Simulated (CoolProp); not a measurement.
Aqueous magnesium chloride as a coolant, at 37 °C, 1 atm.

Computed with CoolProp (Melinder's fits for secondary coolants).

```tsv
mass %	freezing point (°C)	Prandtl number	conductivity (W/(m K))	cp (kJ/(kg K))	density (kg/m³)
1.5	-0.9	5.12	0.622	4.101	1006
5.3	-3.2	5.24	0.614	3.895	1037
9.1	-7.1	5.47	0.607	3.684	1069
12.9	-12.9	6.28	0.597	3.485	1102
16.6	-20.1	7.21	0.586	3.310	1136
20.4	-29.9	9.15	0.574	3.138	1172
24.2	-45.5	24.0	0.562	2.940	1211
28	-74.7	593	0.547	2.648	1257
```
